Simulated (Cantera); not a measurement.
A closed system holds: 1 mol SiCl₄, 0.044 mol C₂H₄, 78 mol H₂, at 22.5 Torr.

Method: chemical equilibrium by Gibbs-energy minimisation in Cantera with the NASA 1993 tables (ideal gas, pure condensed phases). Candidate condensed phases: C, C₆H₆, C₇H₈, C₈H₁₈, Si, SiC; 109 gas species. Mutual solubility and eutectic melting of coexisting phases are not modelled. The tables' values for SiCl are old estimates; treat these amounts as uncertain. Gases not in the tables: Si₂H₆ and higher silanes. Rates play no part.

x: gas mole fraction; n: condensed amount in mol.

| T (°C) | x H₂ | x HCl | x H | x Si | n Si(l) | n SiC(s) |
|---|---|---|---|---|---|---|
| 1677 | 0.947 | 0.0405 | 0.00644 | 0.000794 | 0.459 | 0.0864 |
| 1727 | 0.944 | 0.0406 | 0.00912 | 0.00145 | 0.404 | 0.0844 |
| 1777 | 0.939 | 0.0406 | 0.0127 | 0.00258 | 0.301 | 0.0801 |
| 1827 | 0.932 | 0.0405 | 0.0174 | 0.00445 | 0.123 | ___ |
| 1877 | 0.923 | 0.0413 | 0.0234 | 0.00622 | 0 | ___ |
| 1927 | 0.914 | 0.0426 | 0.0311 | 0.00714 | 0 | ___ |
| 1977 | 0.903 | 0.0433 | 0.0407 | 0.00806 | 0 | ___ |

Task: Complete the blanks.

Result: 
- 1827, n SiC(s): 0.0715
- 1877, n SiC(s): 0.0583
- 1927, n SiC(s): 0.0364
- 1977, n SiC(s): 0
